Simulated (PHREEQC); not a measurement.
Make-up at 20 °C: 0.11 mol/kgw (NH4)2SO4. Closed to the air; pH follows from the charge balance.

Model: ion-association model, phreeqc.dat, run in PHREEQC.

Each row changes one thing in this solution. No solid was allowed to form.

```
case                                                pH  ionic strength (mol/kgw)  NH4+ (mol/kgw)  NH3 (mol/kgw)
------------------------------------------------  ----  ------------------------  --------------  -------------
as made                                           5.45                     0.251           0.180        1.26e-5
(NH4)2SO4 from 0.11 to 0.099 mol/kgw              5.46                     0.228           0.164        1.19e-5
(NH4)2SO4 from 0.11 to 0.55 mol/kgw               5.32                      1.09           0.822        2.76e-5
temperature from 20 to 60 °C                      5.04                     0.255           0.183        6.29e-5
(NH4)2SO4 from 0.11 to 0.011 mol/kgw              5.69                    0.0303          0.0207        3.38e-6
diluted 100-fold with water                       6.07                   0.00325         0.00217        9.56e-7
temperature from 20 to 90 °C                      4.87                     0.260           0.185       0.000190
(NH4)2SO4 replaced by NH4Cl at the same molality  5.29                     0.110           0.110        6.19e-6
```

The ionic strength passes 0.7 mol/kgw, the rough limit of the ion-association models, in (NH4)2SO4 from 0.11 to 0.55 mol/kgw. Constants without temperature data keep their 25 °C values here.
